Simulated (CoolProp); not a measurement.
A simple Rankine cycle with the fluoroketone C6F12O (FK-5-1-12): condensing at 308.15 K, boiler at 0.362 MPa, turbine inlet 369.8 K, turbine efficiency 0.85, pump efficiency 0.6, no recuperator. Each further row changes one setting.

The numbers come from the reference Helmholtz-energy equation of state, McLinden 2015 in CoolProp.

| case | thermal efficiency (%) | net work (kJ/kg) | heat in (kJ/kg) | turbine exit temperature (K) | volume ratio over the turbine |
|---|---|---|---|---|---|
| as stated | 9.1 | 13.0 | 143 | 350.4 | ___ |
| turbine inlet 389.8 K | ___ | 13.9 | ___ | ___ | ___ |
| condensing temperature 300.15 K | 10.1 | ___ | 152 | ___ | 8.91 |
| boiler pressure 0.253 MPa | 7.4 | 10.7 | 145 | 355.0 | 4.34 |
| turbine efficiency 0.75 | 8.0 | ___ | 143 | 352.1 | 6.51 |

### Question
Fill in the missing entries.

### Answer

- as stated, volume ratio over the turbine: 6.48
- turbine inlet 389.8 K, thermal efficiency (%): 8.6
- turbine inlet 389.8 K, heat in (kJ/kg): 162
- turbine inlet 389.8 K, turbine exit temperature (K): 370.6
- turbine inlet 389.8 K, volume ratio over the turbine: 6.31
- condensing temperature 300.15 K, net work (kJ/kg): 15.4
- condensing temperature 300.15 K, turbine exit temperature (K): 347.4
- turbine efficiency 0.75, net work (kJ/kg): 11.4
